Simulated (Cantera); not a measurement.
An adiabatic, constant-pressure homogeneous reactor starts with H₂ : O₂ : N₂ : H₂O = 1 : 0.549 : 1.43 : 0.42 (molar parts), equivalence ratio 0.91, at 1023 K and 10.0 bar. Integrator tolerance rtol = 1e-08.

Cantera simulation using the H2/O2 subset of GRI-Mech 3.0, which has no nitrogen chemistry; the numbers are that mechanism's predictions, not measurements. The hydrogen kinetics of GRI-Mech 3.0 are dated; newer H2 mechanisms differ, most at raised pressure.

What does this change do: pressure from 10.0 bar to 0.240 bar?


| quantity | before | after |
|---|---|---|
| time of steepest temperature rise | 5.76 ms | 0.587 ms |
| temperature at 8.00 s | 2779 K | 2548 K |
| equilibrium temperature | 2779 K | 2548 K |
| x(H₂) at 8.00 s | 0.0199 (gas-phase equilibrium 0.0199) | 0.0379 (gas-phase equilibrium 0.0379) |
| x(O₂) at 8.00 s | 0.0209 (gas-phase equilibrium 0.0209) | 0.0278 (gas-phase equilibrium 0.0278) |
| x(H₂O) at 8.00 s | 0.448 (gas-phase equilibrium 0.448) | 0.412 (gas-phase equilibrium 0.412) |
| x(O) at 8.00 s | 0.00230 (gas-phase equilibrium 0.00230) | 0.00625 (gas-phase equilibrium 0.00625) |
| x(H) at 8.00 s | 0.00341 (gas-phase equilibrium 0.00341) | 0.0124 (gas-phase equilibrium 0.0124) |
| x(H₂O₂) at 8.00 s | 2.48e-6 (gas-phase equilibrium 2.48e-6) | 2.62e-7 (gas-phase equilibrium 2.62e-7) |

What does this change do: pressure from 10.0 bar to 1.01 bar?


```csv
quantity,before,after
time of steepest temperature rise,5.76 ms,3.84 ms
temperature at 8.00 s,2779 K,2644 K
equilibrium temperature,2779 K,2644 K
x(H₂) at 8.00 s,0.0199 (gas-phase equilibrium 0.0199),0.0310 (gas-phase equilibrium 0.0310)
x(O₂) at 8.00 s,0.0209 (gas-phase equilibrium 0.0209),0.0250 (gas-phase equilibrium 0.0250)
x(H₂O) at 8.00 s,0.448 (gas-phase equilibrium 0.448),0.426 (gas-phase equilibrium 0.426)
x(O) at 8.00 s,0.00230 (gas-phase equilibrium 0.00230),0.00448 (gas-phase equilibrium 0.00448)
x(H) at 8.00 s,0.00341 (gas-phase equilibrium 0.00341),0.00807 (gas-phase equilibrium 0.00807)
x(H₂O₂) at 8.00 s,2.48e-6 (gas-phase equilibrium 2.48e-6),6.41e-7 (gas-phase equilibrium 6.41e-7)
```
